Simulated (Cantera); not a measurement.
A closed system holds: 1 mol SO₂, 0.13 mol O₂, 0.068 mol H₂, at 2973.15 K and 430000 Pa.

Method: chemical equilibrium by Gibbs-energy minimisation in Cantera with the NASA 1993 tables (ideal gas, pure condensed phases). Candidate condensed phases: H₂O, H₂SO₄, S; 19 gas species. The numbers say what is thermodynamically allowed, not how fast it happens.

Base state: SO₂ 0.751, O₂ 0.101, SO 0.0637, H₂O 0.0417, OH 0.0187, O 0.0158, H 0.00356, H₂ 0.00259 (mole fractions); condensed: gas only.

Question: What changes in the equilibrium state with this change: temperature from 2973.15 K to 2323 K?

Answer: 
```
species    before     after
-------  --------  --------
SO₂         0.751     0.853
O₂          0.101    0.0819
H₂O        0.0417    0.0564
SO         0.0637   0.00265
O          0.0158  0.000783
OH         0.0187   0.00329
S₂       0.000102   5.69e-8
S         0.00114   2.26e-6
```

Question: What changes in the equilibrium state with this change: SO₂ replaced by PH₃?

Answer: 
| species | before | after |
|---|---|---|
| H₂ | 0.00259 | 0.642 |
| P₂ | 0 | 0.172 |
| PO | 0 | 0.0828 |
| SO₂ | 0.751 | 0 |
| SO | 0.0637 | 0 |
| P | 0 | 0.0114 |
| O₂ | 0.101 | 6.94e-7 |
| O | 0.0158 | 4.14e-5 |
| OH | 0.0187 | 0.000771 |
| H | 0.00356 | 0.0561 |
| H₂O | 0.0417 | 0.0271 |
| PH | 0 | 0.00510 |
| PO₂ | 0 | 0.00270 |
| S | 0.00114 | 0 |
| SO₃ | 0.000456 | 0 |
| SH | 0.000156 | 0 |
Gases not in the tables: HPO₂, HPO₃ and P₄O₆. Further candidate phases: P, P₄O₁₀.
